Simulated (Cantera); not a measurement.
An isothermal, constant-pressure homogeneous reactor starts with 14.9 % NO, 85.1 % N₂, at 1723 K and 0.132 atm.

Cantera simulation using GRI-Mech 3.0 (53 species, 325 reactions); the numbers are that mechanism's predictions, not measurements.

Q: Predict: x(NO) at 20.0 s; x(O₂) at 20.0 s; x(N₂O) at 20.0 s; x(N₂) at 20.0 s; x(O) at 20.0 s.

A: 
```
Quantity                                           Result
----------------  ---------------------------------------
x(NO) at 20.0 s     0.135 (gas-phase equilibrium 0.00204)
x(O₂) at 20.0 s    0.00733 (gas-phase equilibrium 0.0736)
x(N₂O) at 20.0 s  6.83e-6 (gas-phase equilibrium 4.69e-8)
x(N₂) at 20.0 s       0.858 (gas-phase equilibrium 0.924)
x(O) at 20.0 s    1.50e-5 (gas-phase equilibrium 4.25e-5)
```
